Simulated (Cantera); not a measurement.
An isothermal plug-flow reactor at 998 K and 101000 Pa (inlet), inlet velocity 4.2 m/s, active area per volume 170 1/m; feed 0.729 % CO, 3.28 % O2, 96.0 % N2.

Cantera simulation using Deutschmann's 1995 Pt surface mechanism with GRI-Mech 3.0 gas chemistry; the numbers are that mechanism's predictions, not measurements. Catalytic surfaces can have several steady states; this one follows from the mechanism file's or the stated starting coverage. Mass transfer to the wall is taken as infinitely fast.

x: gas mole fraction; θ: surface coverage.

| z (m) | x CO | x O2 | x H2O | x CO2 | θ free Pt | θ O* |
|---|---|---|---|---|---|---|
| 0.0008 | ___ | 0.0297 | <1e-12 | 0.00647 | 0.305 | 0.695 |
| 0.0017 | ___ | 0.0294 | <1e-12 | 0.00700 | 0.273 | 0.726 |
| 0.0037 | ___ | 0.0293 | <1e-12 | 0.00727 | 0.263 | 0.737 |
| 0.008 | ___ | 0.0293 | <1e-12 | 0.00732 | 0.261 | 0.739 |
| 0.017 | 1.93e-10 | 0.0293 | <1e-12 | 0.00732 | 0.261 | 0.739 |
| 0.037 | <1e-12 | 0.0293 | <1e-12 | 0.00732 | 0.261 | 0.739 |
| 0.08 | <1e-12 | 0.0293 | <1e-12 | 0.00732 | 0.261 | 0.739 |

Fill in the missing entries.


- 0.0008, x CO: 0.000845
- 0.0017, x CO: 0.000313
- 0.0037, x CO: 4.54e-5
- 0.008, x CO: 8.25e-7
